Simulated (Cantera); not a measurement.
## Premixed flame

A freely propagating, adiabatic, planar premixed flame of 8.29 % CH₄, 3.65 % C₂H₆, 22.6 % O₂, 65.5 % N₂, equivalence ratio 1.3, unburnt at 700 K and 1000000 Pa; mixture-averaged transport, grid criteria slope 0.08 and curve 0.16, no radiation.

Computed with Cantera and GRI-Mech 3.0 (53 species, 325 reactions). Burning velocities carry a grid error of a few per cent, more on coarse grids.

```csv
z (mm),T (K),u (m/s),x CH₄,x C₂H₆,x O₂,x C₂H₂,x O,x H₂O₂
-0.114,700,1.25,0.0826,0.0364,0.225,1.23e-7,<1e-8,2.21e-7
-0.0762,704,1.26,0.0820,0.0362,0.224,1.51e-6,<1e-8,2.10e-6
-0.0572,719,1.29,0.0808,0.0359,0.221,9.15e-6,<1e-8,1.01e-5
-0.0381,809,1.48,0.0757,0.0343,0.211,8.18e-5,<1e-8,6.21e-5
-0.0191,1283,2.41,0.0541,0.0216,0.160,0.000776,5.11e-6,0.000187
-0.00953,1733,3.34,0.0326,0.00732,0.106,0.00195,7.74e-5,3.50e-5
0,2142,4.20,0.0112,0.000403,0.0520,0.00301,0.000338,8.78e-6
0.00953,2361,4.64,0.00207,5.68e-6,0.0204,0.00144,0.000600,2.38e-6
0.0191,2442,4.79,0.000304,1.23e-7,0.00798,0.000325,0.000731,9.06e-7
0.0381,2495,4.87,8.67e-6,<1e-8,0.00209,1.21e-5,0.000644,4.05e-7
0.0762,2537,4.94,4.71e-8,<1e-8,0.000809,8.33e-8,0.000382,2.40e-7
0.152,2569,4.99,<1e-8,<1e-8,0.000391,<1e-8,0.000194,1.39e-7
0.305,2585,5.02,<1e-8,<1e-8,0.000224,<1e-8,0.000115,8.93e-8
```
x: mole fraction of selected species; z is measured from the peak of heat release.

laminar burning velocity: 124 cm/s
thermal thickness: 0.0381 mm
peak x(C₂H₂): 0.00303
peak x(O): 0.000740
peak x(H₂O₂): 0.000196
grid points: 159
